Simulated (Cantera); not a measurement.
An isothermal, constant-pressure homogeneous reactor starts with 45.5 % NO, 54.5 % N₂, at 1900 K and 0.355 atm.

Computed with Cantera and GRI-Mech 3.0 (53 species, 325 reactions).

### Question
Predict: x(NO) at 2.00 s; x(NO₂) at 2.00 s; x(O₂) at 2.00 s; x(N₂) at 2.00 s; x(N₂O) at 2.00 s.

### Answer
| Item | Value |
|---|---|
| x(NO) at 2.00 s | 0.299 (gas-phase equilibrium 0.00588) |
| x(NO₂) at 2.00 s | 0.000227 (gas-phase equilibrium 7.49e-6) |
| x(O₂) at 2.00 s | 0.0774 (gas-phase equilibrium 0.224) |
| x(N₂) at 2.00 s | 0.623 (gas-phase equilibrium 0.770) |
| x(N₂O) at 2.00 s | 3.61e-5 (gas-phase equilibrium 1.98e-7) |
